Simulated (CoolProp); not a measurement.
Values from CoolProp's reference Helmholtz-energy equation of state, Thol 2019.

Question: For tetradecamethylhexasiloxane (MD4M), give the phase and the cp (kJ/(kg K)), speed of sound (m/s), Joule-Thomson coefficient (K/MPa) at 620 K and 0.00663 MPa.

Answer: 
- 620 K and 0.00663 MPa: gas; cp 2.08, speed of sound 106, Joule-Thomson coefficient 13.0
